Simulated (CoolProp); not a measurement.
Computed with CoolProp (reference Helmholtz-energy equation of state, Smukala 2000).

### Question
For ethylene, give the phase and the density (kg/m³), isothermal compressibility (1/MPa), expansivity (1/kK), fugacity coefficient at 50.35 °C and 14300 kPa; 66.95 °C and 14300 kPa.

### Answer
- 50.35 °C and 14300 kPa: supercritical; density 306, isothermal compressibility 0.0404, expansivity 8.99, fugacity coefficient 0.502
- 66.95 °C and 14300 kPa: supercritical; density 261, isothermal compressibility 0.0601, expansivity 9.92, fugacity coefficient 0.570
